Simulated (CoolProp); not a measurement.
Vapour-liquid equilibrium of R113 (1) + n-heptane (2) at 28.2 kPa; x and y are mole fractions of (1).

The numbers come from the multi-fluid Helmholtz-energy mixture model, Marx 1992 and Span 2003; pair parameters Bell 2016 in CoolProp.

```
x     bubble temperature, mixture model (K)  bubble temperature, Raoult's law (K)  y, mixture model  y, Raoult's law
----  -------------------------------------  ------------------------------------  ----------------  ---------------
0.05                                  326.4                                 328.0             0.270            0.227
0.2                                   312.1                                 315.8             0.659            0.608
0.35                                  303.5                                 307.2             0.808            0.783
0.5                                   297.9                                 300.7             0.881            0.878
0.65                                  293.9                                 295.6             0.926            0.934
0.8                                   290.7                                 291.4             0.960            0.969
0.95                                  287.8                                 287.9             0.990            0.994
```

The largest gap from Raoult's law is -3.7 K in bubble temperature, at x = 0.35. No azeotrope shows between x = 0.05 and 0.95.

Pair parameters are fitted to limited data, so mixtures are less certain than the pure fluids.
